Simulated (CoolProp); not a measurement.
Vapour-liquid equilibrium of n-butane (1) + cis-2-butene (2) at 301.8 K; x and y are mole fractions of (1).

Model: multi-fluid Helmholtz-energy mixture model, Bücker 2006 and Lemmon 2005; pair parameters Bell 2016, in CoolProp.

Problem. Give the bubble pressure and the first vapour's composition at x = 0.25, 0.35, 0.65. Is there an azeotrope?

Solution. x = 0.25: 252.4 kPa, y = 0.279; x = 0.35: 256.2 kPa, y = 0.380; x = 0.65: 265.0 kPa, y = 0.669. No azeotrope shows between x = 0.05 and 0.95.

The pair parameters rest on a limited set of measurements; away from them the model extrapolates.
